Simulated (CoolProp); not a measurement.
Vapour-liquid equilibrium of cyclohexane (1) + toluene (2) at 1.52 MPa; x and y are mole fractions of (1).

The numbers come from the multi-fluid Helmholtz-energy mixture model, Zhou 2014 and Lemmon 2006; pair parameters Bell 2016 in CoolProp.

```csv
x,"bubble temperature, mixture model (°C)","bubble temperature, Raoult's law (°C)","y, mixture model","y, Raoult's law"
0.05,240.7,241.3,0.077,0.081
0.15,235.5,237.0,0.216,0.229
0.25,230.8,233.0,0.339,0.361
0.35,226.6,229.1,0.449,0.479
0.45,222.8,225.4,0.549,0.584
0.55,219.4,221.9,0.640,0.678
0.65,216.4,218.5,0.724,0.763
0.75,213.6,215.3,0.805,0.840
0.85,211.1,212.2,0.883,0.909
0.95,208.9,209.2,0.961,0.971
```

The largest gap from Raoult's law is -2.6 K in bubble temperature, at x = 0.45. No azeotrope shows between x = 0.05 and 0.95.

The pair parameters rest on a limited set of measurements; away from them the model extrapolates.
